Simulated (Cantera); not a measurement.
Charge: 1 mol HgO, 1.4 mol O2, 0.96 mol H2, held at 0.0330 bar.

Method: chemical equilibrium by Gibbs-energy minimisation in Cantera with the NASA 1993 tables (ideal gas, pure condensed phases). Candidate condensed phases: H2O, Hg, HgO; 10 gas species. The numbers say what is thermodynamically allowed, not how fast it happens.

x: gas mole fraction; n: condensed amount in mol.

| T (K) | x O2 | x H2O | x Hg | x OH | x O | x H2 | x HO2 | n HgO(s) |
|---|---|---|---|---|---|---|---|---|
| 573 | 0.448 | 0.375 | 0.176 | <1e-12 | <1e-12 | <1e-12 | <1e-12 | 0.549 |
| 723 | 0.420 | 0.284 | 0.296 | [?] | <1e-12 | <1e-12 | [?] | 0 |
| 873 | 0.420 | 0.284 | 0.296 | 3.15e-8 | 6.77e-12 | 2.78e-12 | 1.10e-10 | 0 |
| 1023 | 0.420 | 0.284 | 0.296 | 8.39e-7 | 1.11e-9 | 4.12e-10 | 1.62e-9 | 0 |
| 1173 | 0.420 | 0.284 | 0.296 | [?] | [?] | [?] | [?] | 0 |
| 1323 | 0.420 | 0.284 | 0.296 | 6.41e-5 | 9.49e-7 | 3.13e-7 | 5.62e-8 | 0 |
| 1473 | 0.420 | 0.284 | 0.296 | 0.000289 | 9.96e-6 | 3.16e-6 | 1.93e-7 | 0 |

Question: What belongs in the gaps?

Answer: 
- 723, x OH: 3.06e-10
- 723, x HO2: 2.47e-12
- 1173, x OH: 9.67e-6
- 1173, x O: 4.98e-8
- 1173, x H2: 1.73e-8
- 1173, x HO2: 1.20e-8
